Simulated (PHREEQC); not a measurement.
Solution (43 °C): 0.0074 mol/kgw H3BO3, 0.01 mol/kgw NaOH and 0.0095 mol/kgw NaCl. Closed to the air; pH follows from the charge balance.

All values are PHREEQC results (ion-association model, phreeqc.dat), not measurements.

| Quantity | Value |
|---|---|
| pH | 10.82 |
| ionic strength | 0.0195 mol/kgw |
| total alkalinity | 10.0 meq/kg |

| species | molality | activity | log γ |
|---|---|---|---|
| Na+ | 0.0195 | 0.0170 | -0.060 |
| Cl- | 0.00950 | 0.00822 | -0.063 |
| H2BO3- | 0.00728 | 0.00632 | -0.062 |
| OH- | 0.00272 | 0.00235 | -0.063 |
| H3BO3 | 0.000121 | 0.000122 | 0.002 |

This is a speciation only: nothing precipitates in the calculation. Away from 25 °C the constants follow the database's enthalpies or fits; those with neither stay at their 25 °C values.
